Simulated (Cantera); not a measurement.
What does this Cantera script print?

```python
import numpy as np
import cantera as ct

gas_names = [...]  # 125 gases of nasa_gas.yaml made of C, H, N, Si
cond_names = """
    C(gr) C6H6(L) C7H8(L) C8H18(L),n-octa Si(cr) Si(L) SiC(b) Si3N4(a)
""".split()


# ... load() reads the species with a 1 bar reference pressure and builds the phases ...
atoms = {
    'Si3N4': {'Si': 3, 'N': 4},
    'C': {'C': 1},
    'H2': {'H': 2},
}
top_T = {'C(gr)': 4500, 'SiC(b)': 3050, 'Si3N4(a)': 2400}  # K; cautious upper limits of use, not melting points


# ... equilibrate(T, P, feed) seeds the gas with the atoms and calls Mixture.equilibrate('TP', solver="vcs", rtol=1e-11, max_steps=5000) ...
results = []
feed = {'Si3N4': 1, 'C': 0.99, 'H2': 2.6}  # mol
P = 18000  # Pa
for T in [3000, 3500, 4000, 4500, 5000]:
    mix = equilibrate(T, P, feed)
    results.append((T, P, feed, dict(zip(mix.species_names, mix.species_moles))))

top = {s: max(r[3][s] / sum(r[3][g] for g in gas_names) for r in results) for s in gas_names}
cols = sorted((s for s in top if top[s] > 1e-05), key=lambda s: -top[s])[:7]
seen = [c for c in cond_names if any(r[3].get(c, 0) > 1e-12 for r in results)]
print("log10 of partial pressures in bar; condensed amounts in mol")
print(f"{'T/K':>10s}" + "".join(f"{s[:9]:>10s}" for s in cols + seen))
for T, P, feed, n in results:
    ng = sum(n[g] for g in gas_names)
    print(f"{T:10.4g}" + "".join(f"{np.log10(max(n[s] / ng * P / 1e5, 1e-99)):10.3f}" for s in cols)
          + "".join(f"{n.get(c, 0):10.4g}" for c in seen))
```

It prints:

```
log10 of partial pressures in bar; condensed amounts in mol
       T/K         H        Si        N2        H2         C      SiC2         N
      3000    -1.501    -1.329    -1.369    -1.399    -4.704    -2.220    -5.541
      3500    -1.166    -1.305    -1.448    -1.874    -3.151    -2.274    -4.379
      4000    -1.084    -1.308    -1.500    -2.573    -2.256    -2.873    -3.501
      4500    -1.079    -1.316    -1.521    -3.235    -1.938    -4.096    -2.806
      5000    -1.084    -1.327    -1.551    -3.785    -1.862    -5.435    -2.255
```

Method: chemical equilibrium by Gibbs-energy minimisation in Cantera with the NASA 1993 tables (ideal gas, pure condensed phases). The tables' values for SiN are old estimates; treat these amounts as uncertain. Gases not in the tables: Si2H6 and higher silanes.
